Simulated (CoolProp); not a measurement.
Vapour-liquid equilibrium of R227EA (1) + isobutene (2) at -29.95 °C; x and y are mole fractions of (1).

Values from CoolProp's multi-fluid Helmholtz-energy mixture model, Lemmon 2016 and Lemmon 2005; pair parameters Bell 2016.

### Question
Give the bubble pressure and the first vapour's composition at x = 0.05, 0.35, 0.65. Is there an azeotrope?

### Answer
x = 0.05: 0.04590 MPa, y = 0.219; x = 0.35: 0.06269 MPa, y = 0.523; x = 0.65: 0.06453 MPa, y = 0.627. y crosses x between x = 0.5 and 0.65: the model has an azeotrope there.

Pair parameters are fitted to limited data, so mixtures are less certain than the pure fluids.
